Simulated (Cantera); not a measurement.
# Stirred combustor or abatement burner

A perfectly stirred reactor is fed with H2 : O2 : N2 : H2O = 1 : 0.455 : 1.71 : 0.82 (molar parts), at 10.0 bar; it is adiabatic with a 525 K inlet, and is followed from long to short residence time, starting on the burning branch (τ in s: 0.034, 0.013, 0.0053, 0.0021, 0.00083, 0.00033, 0.00013, 5.2e-05, 2e-05, 8.1e-06, 3.2e-06).

Model: the H2/O2 subset of GRI-Mech 3.0, which has no nitrogen chemistry, integrated in Cantera. The hydrogen kinetics of GRI-Mech 3.0 are dated; newer H2 mechanisms differ, most at raised pressure.

```
τ (s)    T (K)    x H2      x O2  x H2O       x O      x OH       x H     x HO2
-------  -----  ------  --------  -----  --------  --------  --------  --------
0.034     2125  0.0259  0.000110  0.489   4.89e-6  0.000642  0.000274   7.34e-8
0.013     2122  0.0261  0.000210  0.488   8.67e-6  0.000849  0.000368   1.76e-7
0.0053    2117  0.0266  0.000386  0.488   1.65e-5   0.00116  0.000516   4.41e-7
0.0021    2109  0.0273  0.000717  0.486   3.31e-5   0.00162  0.000751   1.15e-6
0.00083   2096  0.0287   0.00130  0.484   6.49e-5   0.00222   0.00110   2.87e-6
0.00033   2077  0.0307   0.00228  0.480  0.000122   0.00294   0.00163   6.64e-6
0.00013   2048  0.0339   0.00385  0.475  0.000222   0.00379   0.00243   1.45e-5
5.2e-5    2006  0.0385   0.00618  0.467  0.000387   0.00466   0.00365   2.94e-5
2.0e-5    1943  0.0454   0.00982  0.456  0.000661   0.00546   0.00559   5.93e-5
8.1e-6    1858  0.0553    0.0152  0.441   0.00101   0.00575   0.00810  0.000114
3.2e-6    1711  0.0766    0.0265  0.414   0.00124   0.00450   0.00981  0.000257
```
x: mole fraction; the columns are a selection and need not sum to one.
